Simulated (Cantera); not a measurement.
A diamond (100) surface in a fixed gas of H2 with x(CH4) = 0.022, x(H) = 0.018, x(CH3) = 3.6e-05, at 1350 K; coverages are run to steady state.

Model: the Harris–Goodwin 1993 mechanism for the reconstructed diamond (100) surface, integrated in Cantera.

θ: site fractions in the mechanism's names (c6HH fully hydrogenated, c6H* and c6*H radical sites, c6** diradical, c6HM methylated).

```tsv
P (Pa)	growth (µm/h)	θ c6HH	θ c6H*	θ c6*H	θ c6**	θ c6HM
780	0.0537	0.352	0.0546	0.538	0.0554	5.24e-6
1400	0.111	0.352	0.0546	0.538	0.0554	9.51e-6
2400	0.220	0.352	0.0547	0.538	0.0554	1.62e-5
4100	0.449	0.352	0.0547	0.538	0.0554	2.70e-5
7200	(withheld)	0.352	0.0548	0.538	0.0555	(withheld)
13000	(withheld)	0.352	0.0550	0.538	0.0555	(withheld)
22000	5.11	0.352	0.0554	0.537	0.0556	0.000107
38000	11.3	0.352	0.0559	0.536	0.0558	0.000150
```

### Question
Fill in the missing entries.

### Answer

- 7200, growth (µm/h): 0.987
- 7200, θ c6HM: 4.48e-5
- 13000, growth (µm/h): 2.34
- 13000, θ c6HM: 7.31e-5
